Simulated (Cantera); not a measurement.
A Cantera script and what it prints.

```python
import numpy as np
import cantera as ct

gas_names = [...]  # 47 gases of nasa_gas.yaml made of Cl, H, N, O, Si
cond_names = """
    H2O(s) H2O(L) NH4CL(a) NH4CL(b) Si(cr) Si(L) SiO2(Lqz) SiO2(hqz) SiO2(L) Si2N2O(s) Si3N4(a)
""".split()


# ... load() reads the species with a 1 bar reference pressure and builds the phases ...
atoms = {
    'SiH2Cl2': {'Si': 1, 'H': 2, 'CL': 2},
    'O2': {'O': 2},
    'N2': {'N': 2},
}
top_T = {'Si2N2O(s)': 2100, 'Si3N4(a)': 2400}  # K; cautious upper limits of use, not melting points


# ... equilibrate(T, P, feed) seeds the gas with the atoms and calls Mixture.equilibrate('TP', solver="vcs", rtol=1e-11, max_steps=5000) ...
results = []
feed = {'SiH2Cl2': 1, 'O2': 0.32, 'N2': 25}  # mol
T = 1200  # K
P = 44000  # Pa
mix = equilibrate(T, P, feed)
results.append((T, P, feed, dict(zip(mix.species_names, mix.species_moles))))
x = sorted(zip(gas.X, gas.species_names), reverse=True)
print(f"T = {T:g} K  P = {P:g} Pa  gas = {mix.phase_moles(0):.4g} mol")
print("   x: " + "  ".join(f"{s} {v:.3e}" for v, s in x if v > 1e-05))
print("   condensed (mol): " + ("  ".join(f"{mix.phase(i).name} {mix.phase_moles(i):.4g}"
      for i in range(1, mix.n_phases) if mix.phase_moles(i) > 1e-12) or "none"))
```

It prints:

```
T = 1200 K  P = 44000 Pa  gas = 26.54 mol
   x: N2 9.260e-01  HCL 7.008e-02  H2 2.646e-03  SiCL4 1.318e-03
   condensed (mol): SiO2(hqz) 0.105  Si2N2O(s) 0.4299
```

Cantera equilibrium calculation (NASA polynomials, part measured and part estimated; ideal gas, pure solids and liquids). N2 is the only nitrogen source here; it is nearly inert below about 1500 K, so the nitride shown seldom forms there in practice. Mutual solubility and eutectic melting of coexisting phases are not modelled. The tables hold silica as quartz up to 1696 K and as liquid above; real silica turns to tridymite and cristobalite and melts near 1996 K.
